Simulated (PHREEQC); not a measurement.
2.2 g of hydrous ferric oxide (600 m²/g; 0.2 weak and 0.005 strong sites per Fe, Dzombak-Morel constants, diffuse double layer) in 1 kg of water with 0.01 mol/kgw of an inert sodium salt and 0.00087 mol Na2HAsO4, at 25 °C; the pH is set by adding NaOH or the inert anion's acid. Oxygen is held at 0.21 atm. No CO2 enters from the air. Precipitation was switched off in this run.

Equilibrium calculation in PHREEQC: ion-association model, wateq4f.dat.

```csv
pH,As sorbed (%),surface charge σ (C/m²),surface potential ψ (mV)
3,100.0,0.249,183
3.5,100.0,0.213,177
4.5,100.0,0.120,149
5,100.0,0.079,128
5.5,100.0,0.048,104
6.5,100.0,0.015,51
7,100.0,0.006,23
7.5,100.0,-0.001,-5
8.5,98.3,-0.019,-61
9,90.5,-0.032,-86
```

The oxide is taken as insoluble; below pH 4 it would dissolve.
